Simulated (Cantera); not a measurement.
## Equilibrium for hydrogen reduction and annealing atmospheres: TiO₂ + H₂ + H₂O

Feed: 1 mol TiO₂, a varied amount of H₂, 4.4 mol H₂O, at 30000 Pa.

Equilibrium computed with Cantera from the NASA thermochemical tables; the gas is ideal and each condensed phase is pure. Candidate condensed phases: H₂O, Ti, TiO, TiO₂, Ti₂O₃, Ti₃O₅, Ti₄O₇; 12 gas species. Mutual solubility and eutectic melting of coexisting phases are not modelled. Condensed phases not in the tables: Magnéli phases beyond Ti₄O₇. Gases not in the tables: TiO(OH)₂. Equilibrium is a limit: real reactors are often held back by kinetics, nucleation or transport.

Question: Map the stable condensed phases over T = 1075, 1175, 1275, 1375, 1475, 1575, 1675, 1775, 1875, 1975, 2075, 2175 K and n(H₂) in mol = 2, 4.1, 8.5, 17, 36, 73, 150, 310, 630.

Answer: 
```
T in K \ n(H₂) in mol
           2 4.1 8.5  17  36  73 150 310 630
   2175    A   B   B   B   B   B   C   C   C
   2075    A   A   B   B   B   B   B   C   C
   1975    A   A   A   B   B   C   C   C   C
   1875    A   A   A   A   B   D   C   C   C
   1775    A   A   A   A   A   B   C   C   C
   1675    A   A   A   A   A   A   B   C   C
   1575    A   A   A   A   A   A   A   B   C
   1475    A   A   A   A   A   A   A   A   B
   1375    A   A   A   A   A   A   A   A   A
   1275    A   A   A   A   A   A   A   A   A
   1175    A   A   A   A   A   A   A   A   A
   1075    A   A   A   A   A   A   A   A   A
```
A: TiO₂; B: Ti₄O₇; C: Ti₃O₅; D: Ti₃O₅ + Ti₄O₇.
